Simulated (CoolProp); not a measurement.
Vapour-liquid equilibrium of carbon dioxide (1) + C2F6 (R116) (2) at 271.3 K; x and y are mole fractions of (1).

The numbers come from the multi-fluid Helmholtz-energy mixture model, Span 1996 and Lemmon 2006; pair parameters Bell 2016 in CoolProp.

### Question
Give the bubble pressure and the first vapour's composition at x = 0.15, 0.25, 0.85. Is there an azeotrope?

### Answer
x = 0.15: 2.265 MPa, y = 0.257; x = 0.25: 2.596 MPa, y = 0.382; x = 0.85: 3.539 MPa, y = 0.838. y crosses x between x = 0.75 and 0.85: the model has an azeotrope there.

Pair parameters are fitted to limited data, so mixtures are less certain than the pure fluids.
